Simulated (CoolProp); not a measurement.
R141b along the isotherm 226.85 °C: fugacity coefficient from the reference equation and from simpler models built on Tc = 204.4 °C, pc = 4212 kPa, ω = 0.220; each cubic takes its own stable root.

Model: reference Helmholtz-energy equation of state, Lemmon 2006, in CoolProp. It is a short technical equation, of lower accuracy than the large ones.

```tsv
p (kPa)	phase	reference	Redlich-Kwong	Soave-Redlich-Kwong	Peng-Robinson
1500	gas	0.9016	0.8960	0.8981	0.8867
3010	gas	0.8034	0.7948	0.7991	0.7794
4510	supercritical	0.7041	0.6947	0.7018	0.6772
6020	supercritical	0.5975	0.5896	0.6015	0.5759
7520	supercritical	0.5122	0.5099	0.5223	0.4968
9020	supercritical	0.4534	0.4550	0.4670	0.4415
10500	supercritical	0.4117	0.4160	0.4276	0.4018
12000	supercritical	0.3802	0.3865	0.3977	0.3716
13500	supercritical	0.3561	0.3639	0.3748	0.3482
15000	supercritical	0.3372	0.3463	0.3569	0.3298
16500	supercritical	0.3223	0.3324	0.3428	0.3150
18000	supercritical	0.3102	0.3213	0.3315	0.3031
19600	supercritical	0.2999	0.3118	0.3219	0.2927
21100	supercritical	0.2922	0.3047	0.3147	0.2848
```
